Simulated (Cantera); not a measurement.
Feed: 1 mol SiC, 0.0091 mol H₂O, 11 mol N₂, 0.037 mol O₂, at 0.680 Pa.

These are equilibrium values from Cantera (NASA tables, ideal gas, pure condensed phases), not measurements of a reactor. Candidate condensed phases: C, C₆H₆, C₇H₈, C₈H₁₈, H₂O, Si, SiC, SiO₂, Si₂N₂O, Si₃N₄; 151 gas species. Equilibrium is a limit: real reactors are often held back by kinetics, nucleation or transport.

At 1500 K, list the 6 most abundant gas species with their mole fractions, and the condensed phases.

N₂ 0.991, CO 0.00387, SiO 0.00362, H₂ 0.000728, Si 0.000246, H 0.000182. Condensed: SiC(s).
